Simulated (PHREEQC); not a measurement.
Make-up at 20 °C: 0.085 mol/kgw CuCl2, 0.27 mol/kgw HCl and 0.001 mol/kgw H3BO3. Closed to the air; pH follows from the charge balance.

Computed with PHREEQC (ion-association model, wateq4f.dat).

Question: The ionic strength comes out as 0.491 mol/kgw. What activity coefficients do Cl-, H+, CuCl3-, Cu+2, CuCl+ get?

Answer: Cl- 0.65, H+ 0.77, CuCl3- 0.65, Cu+2 0.25, CuCl+ 0.65.

This is a speciation only: nothing precipitates in the calculation. Species that the database lacks are ignored.
